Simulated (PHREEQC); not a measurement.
Solution A (0.00016 mol/kgw H2S) is mixed with solution B (0.0011 mol HBr, 0.031 mol CaCl2 and 0.0019 mol MgCl2 per kg of water) at 25 °C; shares are by mass of water, 1 kg in all. The system is closed to oxygen. No CO2 enters from the air. The run lets Brucite, Portlandite precipitate or redissolve, and no other solid.

Equilibrium calculation in PHREEQC: ion-association model, wateq4f.dat.

Q: Predict pH, H2S (mol/kgw) at share of solution B = 0.4, 1.

A: 
| share of solution B | pH | H2S (mol/kgw) |
|---|---|---|
| 0.4 | 3.42 | 9.60e-5 |
| 1 | 3.04 | 0 |

The polysulfide entries of wateq4f.dat were taken out for this run.
